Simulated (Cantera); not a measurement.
An adiabatic, constant-volume homogeneous reactor starts with 4.06 % CH3OH, 9.99 % O2, 85.7 % N2, 0.256 % H2O, equivalence ratio 0.61, at 1198 K and 1000000 Pa.

Detailed kinetics in Cantera: GRI-Mech 3.0 (53 species, 325 reactions). GRI-Mech 3.0 was tuned for natural gas; its chemistry of methanol as a main component is partial and can be far from experiment.

Problem. Predict: time of steepest temperature rise; temperature at 4.00 s; equilibrium temperature; x(O2) at 4.00 s; x(NO) at 4.00 s.

Solution. 
```json
{
  "time_of_steepest_temperature_rise": "2.13 ms",
  "temperature at 4.00 s": "2111 K",
  "equilibrium_temperature": "2111 K",
  "x(O2) at 4.00 s": "0.0358 (gas-phase equilibrium 0.0358)",
  "x(NO) at 4.00 s": "0.00437 (gas-phase equilibrium 0.00437)"
}
```
